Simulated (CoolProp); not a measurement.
A single-stage vapour-compression cycle with C3F8 (R218): evaporating at 266.15 K (dew point), condensing at 305.15 K (bubble point), superheat 10 K, subcooling 5 K, compressor efficiency 0.9, no pressure losses. Each further row changes one setting.

Computed with CoolProp (reference Helmholtz-energy equation of state, Lemmon 2006). It is a short technical equation, of lower accuracy than the large ones.

| case | cooling COP | pressure ratio | discharge temperature (K) | refrigerating effect (kJ/kg) | volumetric capacity (kJ/m³) |
|---|---|---|---|---|---|
| as stated | 4.68 | 3.18 | 305.1 | 63.6 | 1900 |
| evaporating temperature 271.15 K | 5.72 | 2.69 | 306.2 | 66.7 | 2350 |
| condensing temperature 300.15 K | 5.71 | 2.79 | 301.1 | 69.4 | 2070 |
| subcooling 10 K | 5.11 | 3.18 | 305.1 | 69.4 | 2070 |
| superheat 20 K | 4.96 | 3.18 | 314.0 | 71.7 | 2030 |
| compressor efficiency 0.8 | 4.16 | 3.18 | 306.7 | 63.6 | 1900 |

The compression ends wet for: as stated; subcooling 10 K.
